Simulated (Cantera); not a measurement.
# Thermodynamics of iron carbonyl, mercury and lead vapours, feed Pb + O2 + H2

A closed system holds: 1 mol Pb, 0.38 mol O2, a varied amount of H2, equilibrated at 750 Torr.

Equilibrium computed with Cantera from the NASA thermochemical tables; the gas is ideal and each condensed phase is pure. Candidate condensed phases: H2O, Pb, PbO, PbO2, Pb3O4; 12 gas species. Kinetics and transport are ignored.

Problem. Map the stable condensed phases over T = 975, 1025, 1075, 1125, 1175, 1225, 1275, 1325, 1375, 1425, 1475, 1525, 1575 K and n(H2) in mol = 10, 16, 21, 27, 32, 38, 43, 49, 54, 60, 65.

Solution. 
```
T in K \ n(H2) in mol
         10 16 21 27 32 38 43 49 54 60 65
   1575   A  A  B  B  B  B  B  B  B  B  B
   1525   A  A  A  A  B  B  B  B  B  B  B
   1475   A  A  A  A  A  A  A  A  B  B  B
   1425   A  A  A  A  A  A  A  A  A  A  A
   1375   A  A  A  A  A  A  A  A  A  A  A
   1325   A  A  A  A  A  A  A  A  A  A  A
   1275   A  A  A  A  A  A  A  A  A  A  A
   1225   A  A  A  A  A  A  A  A  A  A  A
   1175   A  A  A  A  A  A  A  A  A  A  A
   1125   A  A  A  A  A  A  A  A  A  A  A
   1075   A  A  A  A  A  A  A  A  A  A  A
   1025   A  A  A  A  A  A  A  A  A  A  A
    975   A  A  A  A  A  A  A  A  A  A  A
```
A: Pb; B: gas only.
